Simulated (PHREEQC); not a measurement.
Spent oxide etchant: an equilibrium model

Consider water at 20 °C with 2.9 mmol/kgw HF, 0.28 mmol/kgw (NH4)2SiF6, 0.039 mmol/kgw H3BO3 and 1.3 mmol/kgw H2SO4. It is in equilibrium with CO2 at log p = -1 (atm). Otherwise closed; pH follows from the charge balance.

The numbers come from PHREEQC with the ion-association model, phreeqc.dat.

Each row changes one thing in this solution. No solid was allowed to form.

```tsv
case	pH	ionic strength (mol/kgw)	HF (mol/kgw)	SO4-2 (mol/kgw)	F- (mol/kgw)	SiF6-2 (mol/kgw)	SI of Quartz (SiO2)
as made	2.55	0.00490	0.00233	0.00108	0.000651	0.000254	-0.53
temperature from 20 to 50 °C	2.62	0.00413	0.00343	0.000968	0.000648	7.46e-5	-0.05
H3BO3 left out	2.55	0.00490	0.00237	0.00108	0.000663	0.000257	-0.57
HF from 0.0029 to 0.029 mol/kgw	2.25	0.00789	0.0247	0.000941	0.00351	0.000280	-6.07
H2SO4 replaced by K2SO4 at the same molality	2.97	0.00574	0.00171	0.00119	0.00126	0.000256	-0.57
H3BO3 from 3.9e-05 to 4.29e-05 mol/kgw	2.55	0.00490	0.00232	0.00108	(withheld)	0.000254	-0.53
(NH4)2SiF6 from 0.00028 to 0.0028 mol/kgw	2.56	0.0123	(withheld)	0.00107	0.000789	0.00269	+0.08
temperature from 20 to 65 °C	2.67	0.00374	0.00386	0.000891	0.000599	1.30e-5	-0.11
diluted 5-fold with water	3.09	0.00119	0.000470	0.000244	0.000441	3.91e-7	-0.20
```

Q: Fill in the missing entries.

A: 
- H3BO3 from 3.9e-05 to 4.29e-05 mol/kgw, F- (mol/kgw): 0.000650
- (NH4)2SiF6 from 0.00028 to 0.0028 mol/kgw, HF (mol/kgw): 0.00264

Species that the database lacks are ignored. Some of these states are supersaturated (in Quartz (slow to form), for instance). Away from 25 °C the constants follow the database's enthalpies or fits; those with neither stay at their 25 °C values. SiF6-2 is the database's only silicon fluoride. Real BF4- forms and hydrolyses slowly; the run takes it at equilibrium.
